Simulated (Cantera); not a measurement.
# Stirred combustor or abatement burner

A perfectly stirred reactor is fed with 5.30 % CH4, 0.170 % C2H6, 8.59 % O2, 85.9 % N2, equivalence ratio 1.3, at 1000000 Pa; it is adiabatic with a 675 K inlet, and is followed from long to short residence time, starting on the burning branch (τ in s: 0.12, 0.068, 0.038, 0.021, 0.011, 0.0063, 0.0034, 0.0019, 0.001, 0.00057, 0.00031, 0.00017, 9.5e-05).

Model: GRI-Mech 3.0 (53 species, 325 reactions), integrated in Cantera.

| τ (s) | T (K) | x CH4 | x C2H6 | x O2 | x CH3 | x CO2 |
|---|---|---|---|---|---|---|
| 0.12 | 1562 | 0.00456 | 3.23e-5 | 0.00155 | 2.91e-5 | 0.0312 |
| 0.068 | 1554 | 0.00464 | 4.61e-5 | 0.00219 | 3.52e-5 | 0.0301 |
| 0.038 | 1541 | 0.00477 | 6.60e-5 | 0.00311 | 4.24e-5 | 0.0286 |
| 0.021 | 1523 | 0.00504 | 9.58e-5 | 0.00451 | 5.10e-5 | 0.0267 |
| 0.011 | 1490 | 0.00575 | 0.000150 | 0.00721 | 6.08e-5 | 0.0236 |
| 0.0063 | 1420 | 0.00783 | 0.000260 | 0.0131 | 6.31e-5 | 0.0190 |
| 0.0034 | 675 | 0.0530 | 0.00170 | 0.0859 | <1e-12 | <1e-12 |
| 0.0019 | 675 | 0.0530 | 0.00170 | 0.0859 | <1e-12 | <1e-12 |
| 0.0010 | 675 | 0.0530 | 0.00170 | 0.0859 | <1e-12 | <1e-12 |
| 0.00057 | 675 | 0.0530 | 0.00170 | 0.0859 | <1e-12 | <1e-12 |
| 0.00031 | 675 | 0.0530 | 0.00170 | 0.0859 | <1e-12 | <1e-12 |
| 0.00017 | 675 | 0.0530 | 0.00170 | 0.0859 | <1e-12 | <1e-12 |
| 9.5e-5 | 675 | 0.0530 | 0.00170 | 0.0859 | <1e-12 | <1e-12 |
x: mole fraction; the columns are a selection and need not sum to one.
